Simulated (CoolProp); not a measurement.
Properties of R365MFC along the isotherm 468.9 K (Tc = 460.0 K, pc = 3266 kPa, ω = 0.377).

Values from CoolProp's reference Helmholtz-energy equation of state, Lemmon 2016.

| p (kPa) | phase | Z | cv (kJ/(kg K)) | speed of sound (m/s) | Joule-Thomson coefficient (K/MPa) | expansivity (1/kK) | fugacity coefficient |
|---|---|---|---|---|---|---|---|
| 51.6 | gas | 0.9946 | 1.218 | 165.1 | ___ | 2.170 | 0.9946 |
| 91.8 | gas | 0.9903 | 1.219 | 164.5 | ___ | 2.200 | 0.9904 |
| 163 | gas | 0.9827 | 1.220 | 163.4 | 7.074 | 2.254 | 0.9830 |
| 290 | gas | 0.9691 | ___ | 161.3 | 7.202 | ___ | 0.9698 |
| 516 | gas | 0.9443 | 1.224 | 157.5 | 7.447 | 2.560 | 0.9466 |
| 918 | gas | ___ | 1.232 | 150.6 | 7.949 | 3.001 | 0.9059 |
| 1630 | gas | 0.8108 | 1.252 | ___ | 9.114 | 4.199 | 0.8358 |
| 2900 | gas | 0.6147 | 1.341 | 107.7 | 12.91 | 11.20 | 0.7147 |
| 5160 | supercritical | 0.2670 | 1.344 | ___ | 2.332 | 10.20 | 0.4973 |
| 9180 | supercritical | 0.4096 | 1.305 | 278.8 | 0.6628 | 4.290 | 0.3381 |
| 16300 | supercritical | 0.6603 | 1.292 | 382.4 | 0.1490 | 2.627 | 0.2573 |

Question: What belongs in the gaps?

Answer: 
- 51.6, Joule-Thomson coefficient (K/MPa): 6.967
- 91.8, Joule-Thomson coefficient (K/MPa): 7.005
- 290, cv (kJ/(kg K)): 1.221
- 290, expansivity (1/kK): 2.357
- 918, Z: 0.8986
- 1630, speed of sound (m/s): 137.1
- 5160, speed of sound (m/s): 170.7
